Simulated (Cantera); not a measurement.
A perfectly stirred reactor is fed with 24.5 % H2, 20.4 % O2, 55.1 % N2, equivalence ratio 0.60, at 500000 Pa; it is adiabatic with a 625 K inlet, and is followed from long to short residence time, starting on the burning branch (τ in s: 0.41, 0.17, 0.071, 0.03, 0.012, 0.0052, 0.0022, 0.0009, 0.00037, 0.00016, 6.5e-05, 2.7e-05, 1.1e-05).

Detailed kinetics in Cantera: the H2/O2 subset of GRI-Mech 3.0, which has no nitrogen chemistry. The hydrogen kinetics of GRI-Mech 3.0 are dated; newer H2 mechanisms differ, most at raised pressure.

Q: Predict: blow-out, bracketed by the residence times tried; x(H2) at τ = 0.410 s; x(O2) at τ = 0.410 s; x(H) at τ = 0.410 s; x(H2O2) at τ = 0.410 s; x(OH) at τ = 0.410 s; x(H2) at τ = 2.20 ms; x(O2) at τ = 2.20 ms; x(H) at τ = 2.20 ms; x(H2O2) at τ = 2.20 ms; x(OH) at τ = 2.20 ms.

A: blow-out, bracketed by the residence times tried: burning at 11.0 µs, the shortest tried
x(H2) at τ = 0.410 s: 0.00127
x(O2) at τ = 0.410 s: 0.0907
x(H) at τ = 0.410 s: 0.000225
x(H2O2) at τ = 0.410 s: 9.72e-7
x(OH) at τ = 0.410 s: 0.00856
x(H2) at τ = 2.20 ms: 0.00154
x(O2) at τ = 2.20 ms: 0.0906
x(H) at τ = 2.20 ms: 0.000285
x(H2O2) at τ = 2.20 ms: 9.66e-7
x(OH) at τ = 2.20 ms: 0.00908
